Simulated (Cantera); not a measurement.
Input: 1 mol PbO, 0.021 mol O₂, 1 mol H₂, at 310000 Pa.

These are equilibrium values from Cantera (NASA tables, ideal gas, pure condensed phases), not measurements of a reactor. Candidate condensed phases: H₂O, Pb, PbO, PbO₂, Pb₃O₄; 12 gas species. Each liquid is taken as pure. Mutual solubility and eutectic melting of coexisting phases are not modelled. Gases not in the tables: (PbO)n polymers. The numbers say what is thermodynamically allowed, not how fast it happens.

At 1273 K, list the 4 most abundant gas species with their mole fractions, and the condensed phases.

H₂O 0.999, Pb 0.000592, H₂ 0.000429, PbO 9.02e-5. Condensed: Pb(l) + PbO(l).
